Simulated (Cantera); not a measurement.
# CaF₂ + H₂O + N₂ (halide evaporation, hydrolysis and transport)

A closed system holds: 1 mol CaF₂, 14 mol H₂O, 22 mol N₂, held at 0.133 bar.

These are equilibrium values from Cantera (NASA tables, ideal gas, pure condensed phases), not measurements of a reactor. Candidate condensed phases: Ca, CaF₂, CaO, Ca(OH)₂, H₂O; 47 gas species. Mutual solubility and eutectic melting of coexisting phases are not modelled. Equilibrium is a limit: real reactors are often held back by kinetics, nucleation or transport.

From 1398 K to 1598 K the condensed part is CaF₂(s) + CaO(s). From 1698 K to 2098 K the condensed part is CaO(s). The main Ca-bearing gas is CaF₂ throughout. The share of Ca in condensed phases is highest at 1398 K (100.0 %) and lowest at 2098 K (94.5 %).

| T (K) | x N₂ | x H₂O | x HF | x H₂ | x OH | x O₂ | n CaF₂(s) | n CaO(s) |
|---|---|---|---|---|---|---|---|---|
| 1398 | 0.607 | 0.381 | 0.0119 | 7.94e-5 | 1.09e-5 | 3.31e-5 | 0.784 | 0.216 |
| 1498 | 0.603 | 0.371 | 0.0253 | 0.000205 | 3.46e-5 | 8.34e-5 | 0.538 | 0.462 |
| 1598 | 0.596 | 0.355 | 0.0477 | 0.000464 | 9.36e-5 | 0.000184 | 0.116 | 0.880 |
| 1698 | 0.594 | 0.350 | 0.0535 | 0.000972 | 0.000229 | 0.000378 | 0 | 0.990 |
| 1798 | 0.594 | 0.349 | 0.0531 | 0.00189 | 0.000509 | 0.000718 | 0 | 0.984 |
| 1898 | 0.593 | 0.347 | 0.0526 | 0.00342 | 0.00104 | 0.00127 | 0 | 0.974 |
| 1998 | 0.592 | 0.344 | 0.0519 | 0.00581 | 0.00197 | 0.00212 | 0 | 0.962 |
| 2098 | 0.590 | 0.339 | 0.0509 | 0.00936 | 0.00350 | 0.00336 | 0 | 0.945 |
x: gas mole fraction; n: condensed amount in mol.
